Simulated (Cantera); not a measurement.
Input: 1 mol SiH₄, 54 mol N₂, held at 0.00133 bar.

These are equilibrium values from Cantera (NASA tables, ideal gas, pure condensed phases), not measurements of a reactor. Candidate condensed phases: Si, Si₃N₄; 18 gas species. N₂ is the only nitrogen source here; it is nearly inert below about 1500 K, so the nitride shown seldom forms there in practice. The tables' values for SiN are old estimates; treat these amounts as uncertain. Rates play no part.

x: gas mole fraction; n: condensed amount in mol.

```json
[
 {"T (K)": "1048", "x N₂": "0.964", "x H₂": "0.0361", "x Si": "<1e-12", "x H": "4.02e-8", "x Si₂N": "<1e-12", "x SiN": "<1e-12", "n Si₃N₄(s)": "0.333", "n Si(l)": "0"},
 {"T (K)": "1148", "x N₂": "0.964", "x H₂": "0.0361", "x Si": "<1e-12", "x H": "3.73e-7", "x Si₂N": "<1e-12", "x SiN": "<1e-12", "n Si₃N₄(s)": "0.333", "n Si(l)": "0"},
 {"T (K)": "1248", "x N₂": "0.964", "x H₂": "0.0361", "x Si": "1.19e-11", "x H": "2.43e-6", "x Si₂N": "<1e-12", "x SiN": "2.00e-12", "n Si₃N₄(s)": "0.333", "n Si(l)": "0"},
 {"T (K)": "1348", "x N₂": "0.964", "x H₂": "0.0361", "x Si": "1.69e-9", "x H": "1.20e-5", "x Si₂N": "2.34e-12", "x SiN": "1.60e-10", "n Si₃N₄(s)": "0.333", "n Si(l)": "0"},
 {"T (K)": "1448", "x N₂": "0.964", "x H₂": "0.0361", "x Si": "[?]", "x H": "[?]", "x Si₂N": "[?]", "x SiN": "6.94e-9", "n Si₃N₄(s)": "0.333", "n Si(l)": "0"},
 {"T (K)": "1548", "x N₂": "0.964", "x H₂": "0.0361", "x Si": "[?]", "x H": "[?]", "x Si₂N": "[?]", "x SiN": "1.84e-7", "n Si₃N₄(s)": "0.333", "n Si(l)": "0"},
 {"T (K)": "1648", "x N₂": "0.964", "x H₂": "0.0359", "x Si": "0.000125", "x H": "0.000462", "x Si₂N": "3.68e-6", "x SiN": "3.24e-6", "n Si₃N₄(s)": "0.331", "n Si(l)": "0"},
 {"T (K)": "1748", "x N₂": "0.963", "x H₂": "0.0351", "x Si": "0.00109", "x H": "0.00117", "x Si₂N": "3.46e-5", "x SiN": "2.03e-5", "n Si₃N₄(s)": "0", "n Si(l)": "0.932"},
 {"T (K)": "1848", "x N₂": "0.958", "x H₂": "0.0341", "x Si": "0.00471", "x H": "0.00268", "x Si₂N": "9.90e-5", "x SiN": "6.49e-5", "n Si₃N₄(s)": "0", "n Si(l)": "0.713"},
 {"T (K)": "1948", "x N₂": "0.945", "x H₂": "0.0322", "x Si": "0.0164", "x H": "0.00555", "x Si₂N": "0.000224", "x SiN": "0.000172", "n Si₃N₄(s)": "0", "n Si(l)": "0"}
]
```

Q: Complete the blanks.

A: 
- 1548, x Si: 4.86e-6
- 1548, x H: 0.000160
- 1548, x Si₂N: 5.94e-8
- 1448, x Si: 1.20e-7
- 1448, x H: 4.80e-5
- 1448, x Si₂N: 5.34e-10
